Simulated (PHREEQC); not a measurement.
# Polishing slurry liquid: an equilibrium model

Solution (25 °C): 0.099 mol H2SO4, 2.8e-07 mol H4SiO4 and 0.0069 mol KH2PO4 per kg of water. Closed to the air; pH follows from the charge balance.

Computed with PHREEQC (ion-association model, phreeqc.dat).

Each row changes one thing in this solution. No solid was allowed to form.

```
case                                      pH  ionic strength (mol/kgw)  SO4-2 (mol/kgw)  SI of Quartz (SiO2)
--------------------------------------  ----  ------------------------  ---------------  -------------------
as made                                 1.04                     0.140           0.0202                -2.56
temperature from 25 to 15 °C            1.02                     0.146           0.0233                -2.40
KH2PO4 from 0.0069 to 0.00345 mol/kgw   1.03                     0.139           0.0198                -2.56
H4SiO4 from 2.8e-07 to 2.8e-06 mol/kgw  1.04                     0.140           0.0202                -1.56
KH2PO4 left out                         1.02                     0.138           0.0194                -2.56
```
